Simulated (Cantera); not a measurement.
A perfectly stirred reactor is fed with CH4 : O2 : N2 = 1 : 2.3 : 8.64 (molar parts), equivalence ratio 0.87, at 100000 Pa; it is adiabatic with a 673 K inlet, and is followed from long to short residence time, starting on the burning branch (τ in s: 0.16, 0.059, 0.021, 0.0077, 0.0028, 0.001, 0.00036, 0.00013, 4.7e-05, 1.7e-05, 6.1e-06).

Model: GRI-Mech 3.0 (53 species, 325 reactions), integrated in Cantera.

### Question
What does this change do: CH4 1 to 1.5 parts?

### Answer
```tsv
quantity	before	after
blow-out, bracketed by the residence times tried	burning at 47.0 µs, out at 17.0 µs	burning at 0.130 ms, out at 47.0 µs
x(CH4) at τ = 0.160 s	1.13e-6	6.09e-6
x(O2) at τ = 0.160 s	0.0257	0.000155
x(CO) at τ = 0.160 s	0.00643	0.0643
x(C2H6) at τ = 0.160 s	<1e-12	1.07e-11
x(CH3) at τ = 0.160 s	5.61e-7	4.52e-6
x(CH4) at τ = 1.00 ms	7.62e-5	0.000149
x(O2) at τ = 1.00 ms	0.0341	0.00235
x(CO) at τ = 1.00 ms	0.0180	0.0650
x(C2H6) at τ = 1.00 ms	4.07e-10	7.02e-9
x(CH3) at τ = 1.00 ms	2.89e-5	0.000127
```

### Question
What does this change do: CH4 1 to 0.76 parts?

### Answer
| quantity | before | after |
|---|---|---|
| blow-out, bracketed by the residence times tried | burning at 47.0 µs, out at 17.0 µs | burning at 0.130 ms, out at 47.0 µs |
| x(CH4) at τ = 0.160 s | 1.13e-6 | 2.75e-6 |
| x(O2) at τ = 0.160 s | 0.0257 | 0.0661 |
| x(CO) at τ = 0.160 s | 0.00643 | 0.000703 |
| x(C2H6) at τ = 0.160 s | <1e-12 | 2.71e-12 |
| x(CH3) at τ = 0.160 s | 5.61e-7 | 9.24e-7 |
| x(CH4) at τ = 1.00 ms | 7.62e-5 | 0.000109 |
| x(O2) at τ = 1.00 ms | 0.0341 | 0.0687 |
| x(CO) at τ = 1.00 ms | 0.0180 | 0.00788 |
| x(C2H6) at τ = 1.00 ms | 4.07e-10 | 1.21e-9 |
| x(CH3) at τ = 1.00 ms | 2.89e-5 | 2.56e-5 |
